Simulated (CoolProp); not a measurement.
Computed with CoolProp (reference Helmholtz-energy equation of state, Akasaka 2015).

**Question.** For R245fa, give the phase and the cv (kJ/(kg K)), viscosity (µPa s), Prandtl number at 434.1 K and 2.68 bar; 430.6 K and 148 bar.

**Answer.** 
- 434.1 K and 2.68 bar: gas; cv 1.04, viscosity 17.2, Prandtl number 0.671
- 430.6 K and 148 bar: supercritical; cv 1.12, viscosity 140, Prandtl number 3.12

Viscosity comes from a separate model (Bell 2016), an estimate that may be off by 10 % or more. Thermal conductivity comes from a separate model (Huber 2003), an estimate that may be off by 10 % or more.
